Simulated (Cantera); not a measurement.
A perfectly stirred reactor is fed with 17.5 % CH₄, 82.5 % H₂O, at 9.60 bar; it is held at 2050 K, and followed from long to short residence time.

Cantera simulation using GRI-Mech 3.0 (53 species, 325 reactions); the numbers are that mechanism's predictions, not measurements.

Question: Predict: x(CH₄) at τ = 5.30 s; x(H₂O) at τ = 5.30 s; x(CH₃) at τ = 5.30 s; x(CO₂) at τ = 5.30 s; x(CH₄) at τ = 0.100 s; x(H₂O) at τ = 0.100 s; x(CH₃) at τ = 0.100 s; x(CO₂) at τ = 0.100 s.

Answer: 
- x(CH₄) at τ = 5.30 s = 3.71e-5
- x(H₂O) at τ = 5.30 s = 0.456
- x(CH₃) at τ = 5.30 s = 8.27e-7
- x(CO₂) at τ = 5.30 s = 0.0244
- x(CH₄) at τ = 0.100 s = 0.00174
- x(H₂O) at τ = 0.100 s = 0.460
- x(CH₃) at τ = 0.100 s = 3.86e-5
- x(CO₂) at τ = 0.100 s = 0.0245
